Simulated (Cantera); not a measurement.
Input: 1 mol MgO, 0.86 mol Cl2, 0.045 mol H2, equilibrated at 1398.15 K and 0.0133 bar.

These are equilibrium values from Cantera (NASA tables, ideal gas, pure condensed phases), not measurements of a reactor. Candidate condensed phases: H2O, Mg, MgCl2, MgO, Mg(OH)2; 22 gas species. The numbers say what is thermodynamically allowed, not how fast it happens.

Base state: MgCl2 0.339, Cl2 0.286, O2 0.169, Cl 0.130, HCl 0.0761, ClO 0.000174, H2O 4.25e-5 (mole fractions); condensed: MgO(s).

What changes in the equilibrium state with this change: temperature from 1398.15 K to 1675 K?


```
species        before     after
-----------  --------  --------
MgCl2           0.339     0.449
Cl              0.130     0.234
O2              0.169     0.224
Cl2             0.286    0.0259
HCl            0.0761    0.0651
O             3.28e-6  0.000140
OH            1.74e-6   3.76e-5
H2O           4.25e-5  0.000168
ClO          0.000174  0.000258
MgO(s), mol     0.600     0.382
```

What changes in the equilibrium state with this change: temperature from 1398.15 K to 1698.15 K?


| species | before | after |
|---|---|---|
| MgCl2 | 0.339 | 0.449 |
| Cl | 0.130 | 0.241 |
| O2 | 0.169 | 0.224 |
| Cl2 | 0.286 | 0.0213 |
| HCl | 0.0761 | 0.0647 |
| O | 3.28e-6 | 0.000180 |
| OH | 1.74e-6 | 4.69e-5 |
| H2O | 4.25e-5 | 0.000191 |
| ClO | 0.000174 | 0.000258 |
| MgO(s), mol | 0.600 | 0.380 |
